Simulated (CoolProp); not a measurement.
Vapour pressure (MPa) of nitrous oxide: the reference equation beside estimates from Tc = 36.4 °C, pc = 7.245 MPa, ω = 0.161.

Values from CoolProp's reference Helmholtz-energy equation of state, Lemmon 2006. It is a short technical equation, of lower accuracy than the large ones.

```
T (°C)  reference  van der Waals  Redlich-Kwong
------  ---------  -------------  -------------
-51.05     0.6214          1.646         0.7781
-47.25     0.7197          1.791         0.8924
-43.55     0.8261          1.940          1.015
-39.75          …          2.101          1.152
-36.05      1.077              …          1.298
-32.25      1.224          2.443          1.460
-28.55      1.380          2.624          1.632
-24.85      1.551          2.813          1.817
-21.05      1.742          3.016          2.022
-17.35      1.943          3.223          2.235
-13.55      2.167          3.444          2.470
-9.85           …          3.668          2.715
-6.05           …          3.907          2.983
```

### Question
Complete the blanks.

### Answer

- -39.75, reference: 0.9471
- -36.05, van der Waals: 2.265
- -9.85, reference: 2.403
- -6.05, reference: 2.664

Absolute difference from the reference over all 13 rows, mean and median: van der Waals 96.1 and 90.1 %, Redlich-Kwong 18.4 and 18.3 %.
